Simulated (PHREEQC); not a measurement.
Solution (20 °C): 0.0084 mol NaOH and 8.2e-05 mol CO2 per kg of water. Closed to the air; pH follows from the charge balance.

Model: ion-association model, phreeqc.dat, run in PHREEQC.

The ionic strength comes out as 0.00847 mol/kgw. What activity coefficients do HCO3-, Na+, NaCO3-, OH-, CO3-2 get?

HCO3- 0.91, Na+ 0.91, NaCO3- 0.91, OH- 0.91, CO3-2 0.69.

Precipitation was switched off in this run.
